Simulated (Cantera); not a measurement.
## Silicon oxide and oxynitride deposition: HMDSO + CO2

Charge: 1 mol HMDSO, a varied amount of CO2, held at 1298 K and 330 Pa.

Cantera equilibrium calculation (NASA polynomials, part measured and part estimated; ideal gas, pure solids and liquids). Candidate condensed phases: C, C6H6, C7H8, C8H18, H2O, Si, SiC, SiO2; 123 gas species. The feed counts by its element totals alone. Mutual solubility and eutectic melting of coexisting phases are not modelled. The tables hold silica as quartz up to 1696 K and as liquid above; real silica turns to tridymite and cristobalite and melts near 1996 K. The numbers say what is thermodynamically allowed, not how fast it happens.

```
n(CO2) (mol)   x H2   x CO    x CO2    x H2O     x SiO  n C(graphite)  n SiC(s)  n SiO2(β-quartz)
------------  -----  -----  -------  -------  --------  -------------  --------  ----------------
1.8           0.838  0.162  4.57e-7  4.16e-6  0.000119           5.49     0.568              1.43
2.4           0.833  0.167  4.86e-7  4.26e-6  0.000115           6.60         0              2.00
3.1           0.738  0.262  1.20e-6  5.93e-6   7.33e-5           5.90         0              2.00
4             0.643  0.357  2.23e-6  7.04e-6   5.39e-5           5.00         0              2.00
5.1           0.555  0.444  3.45e-6  7.57e-6   4.33e-5           3.90         0              2.00
6.6           0.469  0.531  4.93e-6  7.64e-6   3.62e-5           2.40         0              2.00
8.6           0.388  0.612  6.55e-6  7.28e-6   3.14e-5          0.399         0              2.00
11            0.310  0.613   0.0408   0.0362   5.06e-9              0         0              2.00
14            0.239  0.589    0.101   0.0717   1.97e-9              0         0              2.00
```
x: gas mole fraction; n: condensed amount in mol.

At 1.8 mol CO2 the condensed part is C(graphite) + SiC(s) + SiO2(β-quartz). From 2.4 mol CO2 to 8.6 mol CO2 the condensed part is C(graphite) + SiO2(β-quartz). From 11 mol CO2 to 14 mol CO2 the condensed part is SiO2(β-quartz).
